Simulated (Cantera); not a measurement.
A closed system holds: 1 mol MgCO3, 0.036 mol C, 0.41 mol CO2, held at 1200 K and 10.0 Torr.

These are equilibrium values from Cantera (NASA tables, ideal gas, pure condensed phases), not measurements of a reactor. Candidate condensed phases: C, Mg, MgCO3, MgO; 15 gas species. Equilibrium is a limit: real reactors are often held back by kinetics, nucleation or transport.

Base state: CO2 0.950, CO 0.0498 (mole fractions); condensed: MgO(s).

Problem. What changes in the equilibrium state with this change: C from 0.036 to 0.22 mol?

Solution. 
| species | before | after |
|---|---|---|
| CO2 | 0.950 | 0.730 |
| CO | 0.0498 | 0.270 |
| MgO(s), mol | 1.00 | 1.00 |

Problem. What changes in the equilibrium state with this change: MgCO3 replaced by Ca(OH)2?

Solution. 
```json
[
 {"species": "H2O", "before": "0", "after": "0.660"},
 {"species": "CO2", "before": "0.950", "after": "0.290"},
 {"species": "H2", "before": "0", "after": "0.0311"},
 {"species": "CO", "before": "0.0498", "after": "0.0187"},
 {"species": "MgO(s), mol", "before": "1.00", "after": "0"},
 {"species": "CaO(s), mol", "before": "0", "after": "1.00"}
]
```
Further candidate phases: C6H6, C7H8, C8H18, Ca, CaCO3, CaO, Ca(OH)2, H2O.
